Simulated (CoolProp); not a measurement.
Oxygen at 174.17 K and 8.29 MPa is compressed adiabatically to 36.1 MPa with isentropic efficiency 0.9. Each further row changes one setting.

Values from CoolProp's reference Helmholtz-energy equation of state, Schmidt 1985.

| case | work (kJ/kg) | final temperature (K) | final density (kg/m³) |
|---|---|---|---|
| as stated | 60.7 | 243.7 | 594 |
| efficiency 1 | 54.6 | 239.7 | 607 |
| efficiency 0.65 | 84.0 | 259.4 | 546 |
